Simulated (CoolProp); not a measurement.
Dimethyl carbonate along the isobar 0.526 MPa: Z from the reference equation and from simpler models built on Tc = 557.0 K, pc = 4.909 MPa, ω = 0.346; each cubic takes its own stable root.

Computed with CoolProp (reference Helmholtz-energy equation of state, Zhou 2011).

```tsv
T (K)	phase	reference
360.8	liquid	0.01615
379	liquid	0.01580
397.1	liquid	0.01552
415.3	liquid	0.01532
433.5	gas	0.9105
451.6	gas	0.9226
469.8	gas	0.9326
487.9	gas	0.9408
506.1	gas	0.9478
524.2	gas	0.9536
542.4	gas	0.9586
560.6	gas	0.9630
578.7	gas	0.9668
```

Q: How far does each simpler model (van der Waals, Soave-Redlich-Kwong, Peng-Robinson) lie from the reference over these 13 states: mean and median of the absolute difference, and the worst?

A: 
- van der Waals: mean 1772.9 %, median 1.9 %, worst +5986.2 % at 415.3 K and 0.526 MPa
- Soave-Redlich-Kwong: mean 3.7 %, median 0.1 %, worst +12.5 % at 415.3 K and 0.526 MPa
- Peng-Robinson: mean 0.6 %, median 0.5 %, worst -1.1 % at 379 K and 0.526 MPa

At some of these states van der Waals gives the other phase, because its saturation line lies elsewhere.
